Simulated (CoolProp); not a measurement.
A closed Brayton cycle with dry air: compressor inlet 309.15 K and 6.3 MPa, high pressure 17.3 MPa, turbine inlet 800 K, compressor efficiency 0.8, turbine efficiency 0.93, recuperator effectiveness 0 (on enthalpy, no pinch check). Each further row changes one setting.

Computed with CoolProp (reference Helmholtz-energy equation of state, Lemmon 2000). It is a pseudo-pure fit of the blend.

```json
[
 {"case": "as stated", "thermal efficiency (%)": "(withheld)", "net work (kJ/kg)": "63.4", "compressor to turbine work": "0.68", "compressor exit (K)": "439.3", "turbine exit (K)": "623.6"},
 {"case": "turbine inlet 750 K", "thermal efficiency (%)": "(withheld)", "net work (kJ/kg)": "50.9", "compressor to turbine work": "(withheld)", "compressor exit (K)": "439.3", "turbine exit (K)": "582.9"},
 {"case": "compressor inlet 319.15 K", "thermal efficiency (%)": "(withheld)", "net work (kJ/kg)": "58.7", "compressor to turbine work": "(withheld)", "compressor exit (K)": "(withheld)", "turbine exit (K)": "623.6"},
 {"case": "high pressure 14.7 MPa", "thermal efficiency (%)": "14.1", "net work (kJ/kg)": "(withheld)", "compressor to turbine work": "0.65", "compressor exit (K)": "415.7", "turbine exit (K)": "(withheld)"},
 {"case": "recuperator effectiveness 0.5", "thermal efficiency (%)": "21.1", "net work (kJ/kg)": "63.4", "compressor to turbine work": "0.68", "compressor exit (K)": "439.3", "turbine exit (K)": "623.6"}
]
```

Problem. Complete the blanks.

Solution. 
- as stated, thermal efficiency (%): 15.9
- turbine inlet 750 K, thermal efficiency (%): 14.9
- turbine inlet 750 K, compressor to turbine work: 0.72
- compressor inlet 319.15 K, thermal efficiency (%): 15.3
- compressor inlet 319.15 K, compressor to turbine work: 0.70
- compressor inlet 319.15 K, compressor exit (K): 453.3
- high pressure 14.7 MPa, net work (kJ/kg): 59.5
- high pressure 14.7 MPa, turbine exit (K): 649.4
